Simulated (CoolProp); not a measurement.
A simple Rankine cycle with R1336mzz(E): condensing at 321.15 K, boiler at 1.94 MPa, turbine inlet 387.6 K, turbine efficiency 0.65, pump efficiency 0.7, no recuperator. Each further row changes one setting.

Computed with CoolProp (reference Helmholtz-energy equation of state, Akasaka 2023).

| case | thermal efficiency (%) | net work (kJ/kg) | heat in (kJ/kg) | turbine exit temperature (K) | volume ratio over the turbine |
|---|---|---|---|---|---|
| as stated | 7.6 | 12.4 | 163 | 342.9 | 6.40 |
| turbine inlet 407.6 K | 7.7 | 14.5 | 189 | ? | 5.65 |
| condensing temperature 313.15 K | 8.5 | 14.7 | 173 | 338.6 | ? |
| boiler pressure 1.36 MPa | 6.4 | ? | ? | 359.4 | ? |
| turbine efficiency 0.55 | 6.3 | 10.2 | 163 | 345.3 | 6.47 |

Problem. Fill in the missing entries.

Solution. 
- turbine inlet 407.6 K, turbine exit temperature (K): 368.5
- condensing temperature 313.15 K, volume ratio over the turbine: 8.24
- boiler pressure 1.36 MPa, net work (kJ/kg): 11.3
- boiler pressure 1.36 MPa, heat in (kJ/kg): 177
- boiler pressure 1.36 MPa, volume ratio over the turbine: 3.76
